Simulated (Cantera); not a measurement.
A Cantera script and its output.

```python
import numpy as np
import cantera as ct

gas = ct.Solution("gri30.yaml")
gas.TPX = 2550, 13332, {'CH4': 0.02, 'H2': 1, 'H': 0.0074}
reactor = ct.IdealGasConstPressureReactor(gas, energy="off", clone=False)
net = ct.ReactorNet([reactor])
net.rtol, net.atol = 1e-08, 1e-18
show = ['CH4', 'H2', 'H', 'C2H2', 'CH2', 'CH3', 'C2H4']
times = np.geomspace(0.0008, 60, 11)

steps = ct.SolutionArray(gas, extra=["t"])
rows = []
print(f"{'t/s':>10s}{'T/K':>9s}{'P/Pa':>11s}" + "".join(f"{s:>11s}" for s in show))
for t in times:
    while net.time < t:
        t_next = net.step()
        steps.append(gas.state, t=t_next)
    rows.append([np.interp(t, steps.t, y) for y in (steps.T, steps.P, *steps(*show).X.T)])
    print(f"{t:10.3e}{rows[-1][0]:9.1f}{rows[-1][1]:11.4g}" + "".join(f"{x:11.3e}" for x in rows[-1][2:]))
rate = np.gradient(steps.T, steps.t)
print("integrator steps:", len(steps.t))
if steps.T.max() > steps.T[0] + 200:
    print(f"time of steepest temperature rise: {steps.t[rate.argmax()]:.4e} s")
gas.TPX = 2550, 13332, {'CH4': 0.02, 'H2': 1, 'H': 0.0074}
gas.equilibrate("TP")
print(f"equilibrium (TP): T = {gas.T:.1f} K  " + "  ".join(f"{s} {gas[s].X[0]:.3e}" for s in show))
```

Result:

```
       t/s      T/K       P/Pa        CH4         H2          H       C2H2        CH2        CH3       C2H4
 8.000e-04   2550.0  1.333e+04  7.851e-04  9.469e-01  4.298e-02  8.610e-03  4.486e-05  6.331e-04  3.101e-06
 2.458e-03   2550.0  1.333e+04  1.240e-04  9.369e-01  5.363e-02  9.149e-03  1.177e-05  1.260e-04  1.195e-06
 7.553e-03   2550.0  1.333e+04  2.504e-05  9.227e-01  6.805e-02  9.168e-03  3.967e-06  3.269e-05  8.547e-07
 2.321e-02   2550.0  1.333e+04  1.368e-05  9.104e-01  8.038e-02  9.110e-03  3.098e-06  2.133e-05  6.893e-07
 7.130e-02   2550.0  1.333e+04  1.303e-05  9.087e-01  8.205e-02  9.102e-03  3.084e-06  2.077e-05  6.710e-07
 2.191e-01   2550.0  1.333e+04  1.302e-05  9.087e-01  8.205e-02  9.102e-03  3.084e-06  2.077e-05  6.709e-07
 6.732e-01   2550.0  1.333e+04  1.302e-05  9.087e-01  8.205e-02  9.102e-03  3.084e-06  2.077e-05  6.709e-07
 2.068e+00   2550.0  1.333e+04  1.302e-05  9.087e-01  8.205e-02  9.102e-03  3.084e-06  2.077e-05  6.709e-07
 6.355e+00   2550.0  1.333e+04  1.302e-05  9.087e-01  8.205e-02  9.102e-03  3.084e-06  2.077e-05  6.709e-07
 1.953e+01   2550.0  1.333e+04  1.302e-05  9.087e-01  8.205e-02  9.102e-03  3.084e-06  2.077e-05  6.709e-07
 6.000e+01   2550.0  1.333e+04  1.302e-05  9.087e-01  8.205e-02  9.102e-03  3.084e-06  2.077e-05  6.709e-07
integrator steps: 1345
equilibrium (TP): T = 2550.0 K  CH4 1.320e-05  H2 9.087e-01  H 8.205e-02  C2H2 9.101e-03  CH2 3.126e-06  CH3 2.105e-05  C2H4 6.710e-07
```

Model: GRI-Mech 3.0 (53 species, 325 reactions), integrated in Cantera. GRI-Mech 3.0 stops at C3 and has no aromatics, soot or wall deposition, so with more carbon than oxygen in the feed, carbon stays in small species such as C2H2 where larger ones or solid carbon would form.
